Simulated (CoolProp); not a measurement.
A simple Rankine cycle with 1,2-dichloroethane: condensing at 313.15 K, boiler at 1.95 MPa, turbine inlet 499 K, turbine efficiency 0.6, pump efficiency 0.7, no recuperator. Each further row changes one setting.

Model: reference Helmholtz-energy equation of state, Thol 2015, in CoolProp.

```csv
case,thermal efficiency (%),net work (kJ/kg),heat in (kJ/kg),turbine exit temperature (K),volume ratio over the turbine
as stated,16.9,82.1,486,378.5,93.1
condensing temperature 305.15 K,(withheld),(withheld),497,372.3,130
boiler pressure 1.36 MPa,16.1,(withheld),499,394.2,(withheld)
turbine efficiency 0.5,14.0,(withheld),486,393.9,(withheld)
```

### Question
What belongs in the gaps?

### Answer

- condensing temperature 305.15 K, thermal efficiency (%): 17.6
- condensing temperature 305.15 K, net work (kJ/kg): 87.5
- boiler pressure 1.36 MPa, net work (kJ/kg): 80.5
- boiler pressure 1.36 MPa, volume ratio over the turbine: 60.9
- turbine efficiency 0.5, net work (kJ/kg): 68.0
- turbine efficiency 0.5, volume ratio over the turbine: 96.9
